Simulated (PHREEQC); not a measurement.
# Copper plating or etch bath

Consider water at 35 °C with 190 mmol/kgw CuCl2 and 110 mmol/kgw Na2SO4. It is in equilibrium with CO2 at log p = 0 (atm). Otherwise closed; pH follows from the charge balance.

Model: ion-association model, phreeqc.dat, run in PHREEQC.

No solid was allowed to form.

**Question.** Estimate the pH, density, ionic strength.

**Answer.** pH 3.55; density 1.029 g/cm³; ionic strength 0.616 mol/kgw.

**Question.** In which forms is Cl present?

**Answer.** Cl- 89 %, CuCl+ 9.4 %, CuCl2 1.3 % of the Cl.

Species that the database lacks are ignored.
